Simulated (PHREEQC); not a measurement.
Make-up at 25 °C: 3.7 mmol/kgw HNO3 and 0.017 mmol/kgw H4SiO4. Closed to the air; pH follows from the charge balance.

All values are PHREEQC results (ion-association model, phreeqc.dat), not measurements.

Precipitation was switched off in this run.

Problem. Predict the pH, specific conductance.

Solution. pH 2.46; specific conductance 1490 µS/cm.

Complexes and solids missing from the database can't appear.
